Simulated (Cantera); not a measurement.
Input: 1 mol SiCl4, 0.33 mol H2, at 500 K and 1.00 bar.

Method: chemical equilibrium by Gibbs-energy minimisation in Cantera with the NASA 1993 tables (ideal gas, pure condensed phases). Candidate condensed phases: Si; 19 gas species. The numbers say what is thermodynamically allowed, not how fast it happens.

Base state: SiCl4 0.751, H2 0.248, HCl 0.000544, SiHCl3 0.000544 (mole fractions); condensed: gas only.

Problem. What changes in the equilibrium state with this change: temperature from 500 K to 1050 K?

Solution. 
```tsv
species	before	after
SiCl4	0.751	0.710
H2	0.248	0.208
HCl	0.000544	0.0409
SiHCl3	0.000544	0.0375
SiCl3	<1e-9	0.00264
SiCl2	<1e-9	0.000177
SiH2Cl2	1.35e-8	0.000226
```
The tables' values for SiCl3 are old estimates; treat these amounts as uncertain.
